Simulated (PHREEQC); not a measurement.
0.2 g of hydrous ferric oxide (600 m²/g; 0.2 weak and 0.005 strong sites per Fe, Dzombak-Morel constants, diffuse double layer) in 1 kg of water with 0.01 mol/kgw of an inert sodium salt and 0.55 mmol/kgw ZnSO4 and 0.0016 mmol/kgw Ag2SO4, at 25 °C; the pH is set by adding NaOH or the inert anion's acid. O2 is buffered at 0.21 atm. The system is closed to CO2. No solid was allowed to form.

Base run: PHREEQC, ion-association model, wateq4f.dat. Each further column changes one thing. The table gives S sorbed (%).

| pH | base | no electrostatic term (-no_edl) | background salt from 0.01 to 0.001 mol/kgw | oxide from 0.2 to 1 g/kgw | 0.00084 mol/kgw NaF added |
|---|---|---|---|---|---|
| 3 | 37.1 | 0.1 | ___ | 99.9 | ___ |
| 4 | 36.5 | 0.1 | ___ | 99.8 | ___ |
| 5.5 | 25.7 | 0.1 | ___ | 90.2 | 18.1 |
| 6.5 | 15.1 | 0.1 | 16.9 | 57.1 | 9.9 |
| 7.5 | 12.9 | 0.0 | 15.1 | 20.6 | 9.9 |
| 8.5 | 4.0 | 0.0 | 5.3 | 0.8 | ___ |
| 10 | 0.0 | 0.0 | 0.0 | 0.0 | 0.0 |
| 11 | 0.0 | 0.0 | 0.0 | 0.0 | 0.0 |

Task: Some entries are withheld; supply them.

Result: 
- 3, background salt from 0.01 to 0.001 mol/kgw: 39.2
- 3, 0.00084 mol/kgw NaF added: 31.8
- 4, background salt from 0.01 to 0.001 mol/kgw: 38.7
- 4, 0.00084 mol/kgw NaF added: 27.8
- 5.5, background salt from 0.01 to 0.001 mol/kgw: 27.6
- 8.5, 0.00084 mol/kgw NaF added: 3.6

In at least one series the solution becomes supersaturated in solids that the run did not let form, among them Zn(OH)2-e, Zn4(OH)6SO4. The oxide is taken as insoluble; below pH 4 it would dissolve.
